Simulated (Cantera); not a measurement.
Cantera run:

```python
import numpy as np
import cantera as ct

gas_names = """
    C CN C2 CCN CNC C2N2 C3 C4 C4N2 C5 N N2 Si SiC SiC2 SiN Si2 Si2C Si2N Si3
""".split()
cond_names = """
    C(gr) Si(cr) Si(L) SiC(b) Si3N4(a)
""".split()


# ... load() reads the species with a 1 bar reference pressure and builds the phases ...
atoms = {
    'SiC': {'Si': 1, 'C': 1},
    'C': {'C': 1},
    'N2': {'N': 2},
    'Si': {'Si': 1},
}
top_T = {'C(gr)': 4500, 'SiC(b)': 3050, 'Si3N4(a)': 2400}  # K; cautious upper limits of use, not melting points


# ... equilibrate(T, P, feed) seeds the gas with the atoms and calls Mixture.equilibrate('TP', solver="vcs", rtol=1e-11, max_steps=5000) ...
results = []
T = 2900  # K
P = 1.5  # Pa
for m in [0.022, 0.032, 0.046, 0.068, 0.099, 0.14, 0.21, 0.31, 0.45, 0.66, 0.96, 1.4, 2]:
    feed = {'SiC': 1, 'C': 0.05, 'N2': m, 'Si': 0.056}  # mol
    mix = equilibrate(T, P, feed)
    results.append((T, P, feed, dict(zip(mix.species_names, mix.species_moles))))

top = {s: max(r[3][s] / sum(r[3][g] for g in gas_names) for r in results) for s in gas_names}
cols = sorted((s for s in top if top[s] > 1e-06), key=lambda s: -top[s])[:6]
seen = [c for c in cond_names if any(r[3].get(c, 0) > 1e-12 for r in results)]
print("log10 of partial pressures in bar; condensed amounts in mol")
print(f"{'n(N2)':>10s}" + "".join(f"{s[:9]:>10s}" for s in cols + seen))
for T, P, feed, n in results:
    ng = sum(n[g] for g in gas_names)
    print(f"{feed['N2']:10.4g}" + "".join(f"{np.log10(max(n[s] / ng * P / 1e5, 1e-99)):10.3f}" for s in cols)
          + "".join(f"{n.get(c, 0):10.4g}" for c in seen))
```

It prints:

```
log10 of partial pressures in bar; condensed amounts in mol
     n(N2)        Si        N2         C        C3        CN        C2
     0.022    -5.057    -6.922    -5.385    -5.972    -6.868    -6.312
     0.032    -5.059    -6.728    -5.387    -5.979    -6.774    -6.316
     0.046    -5.063    -6.547    -5.390    -5.988    -6.686    -6.322
     0.068    -5.069    -6.359    -5.395    -6.001    -6.596    -6.331
     0.099    -5.077    -6.184    -5.400    -6.018    -6.515    -6.342
      0.14    -5.087    -6.029    -5.407    -6.040    -6.445    -6.357
      0.21    -5.104    -5.856    -5.419    -6.074    -6.369    -6.380
      0.31    -5.127    -5.699    -5.434    -6.120    -6.306    -6.410
      0.45    -5.157    -5.559    -5.454    -6.180    -6.256    -6.450
      0.66    -5.198    -5.427    -5.482    -6.262    -6.218    -6.505
      0.96    -5.250    -5.311    -5.517    -6.369    -6.195    -6.576
       1.4    -5.316    -5.209    -5.564    -6.508    -6.191    -6.669
         2    -5.391    -5.127    -5.619    -6.674    -6.205    -6.780
```

Cantera equilibrium calculation (NASA polynomials, part measured and part estimated; ideal gas, pure solids and liquids). The tables' values for SiN are old estimates; treat these amounts as uncertain.
